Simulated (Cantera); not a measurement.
A closed system holds: 1 mol SiO2, 18 mol CO, at 1.00 bar.

Method: chemical equilibrium by Gibbs-energy minimisation in Cantera with the NASA 1993 tables (ideal gas, pure condensed phases). Candidate condensed phases: C, Si, SiC, SiO2; 20 gas species. The tables hold silica as quartz up to 1696 K and as liquid above; real silica turns to tridymite and cristobalite and melts near 1996 K. The numbers say what is thermodynamically allowed, not how fast it happens.

x: gas mole fraction; n: condensed amount in mol.

| T (°C) | x CO | x CO2 | x SiO | x SiO2 | n C(graphite) | n SiO2(β-quartz) | n SiO2(condensed) |
|---|---|---|---|---|---|---|---|
| 1277 | 1.000 | 0.000433 | 5.73e-6 | 9.85e-12 | 0.00768 | 1.000 | 0 |
| 1302 | 1.000 | ? | ? | 2.04e-11 | ? | 1.000 | 0 |
| 1327 | 1.000 | 0.000291 | 2.94e-5 | 4.12e-11 | 0.00470 | 0.999 | 0 |
| 1352 | 1.000 | 0.000240 | 6.39e-5 | 8.16e-11 | 0.00318 | 0.999 | 0 |
| 1377 | 1.000 | 0.000200 | 0.000136 | 1.58e-10 | 0 | 0.998 | 0 |
| 1402 | 1.000 | 0.000217 | 0.000217 | 3.00e-10 | 0 | 0.996 | 0 |
| 1427 | 0.999 | ? | ? | 5.58e-10 | 0 | 0 | 0.995 |
| 1452 | 0.999 | 0.000367 | 0.000367 | 1.01e-9 | 0 | 0 | 0.993 |
| 1477 | 0.999 | 0.000471 | 0.000471 | 1.80e-9 | 0 | 0 | 0.992 |
| 1502 | 0.999 | 0.000599 | 0.000599 | 3.16e-9 | 0 | 0 | 0.989 |

Problem. Some entries are withheld; supply them.

Solution. 
- 1427, x CO2: 0.000284
- 1427, x SiO: 0.000284
- 1302, x CO2: 0.000354
- 1302, x SiO: 1.31e-5
- 1302, n C(graphite): 0.00612
